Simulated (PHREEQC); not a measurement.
0.5 mol of Gypsum (CaSO4:2H2O) is brought to equilibrium with 1 kg of water holding 0.0032 mol HCl, with rising amounts of CuSO4, at 50 °C. Oxygen alone is held at its pressure in air (log pO2 = -0.68). The system is closed to CO2. The run lets Gypsum precipitate or redissolve, and no other solid.

The numbers come from PHREEQC with the ion-association model, phreeqc.dat.

Task: Predict dissolved Ca (mol/kgw), dissolved S (mol/kgw), Cu+2 (mol/kgw), CuSO4 (mol/kgw) at CuSO4 added (mol) = 0.00208, 0.0146, 0.0167, 0.0208.

Result: 
| CuSO4 added (mol) | dissolved Ca (mol/kgw) | dissolved S (mol/kgw) | Cu+2 (mol/kgw) | CuSO4 (mol/kgw) |
|---|---|---|---|---|
| 0.00208 | 0.0159 | 0.0180 | 0.00134 | 0.000719 |
| 0.0146 | 0.0140 | 0.0286 | 0.00880 | 0.00569 |
| 0.0167 | 0.0138 | 0.0305 | 0.00998 | 0.00661 |
| 0.0208 | 0.0134 | 0.0342 | 0.0122 | 0.00844 |

Complexes and solids missing from the database can't appear. At this temperature some constants are extrapolated from 25 °C, and those without enthalpy data are left unchanged.
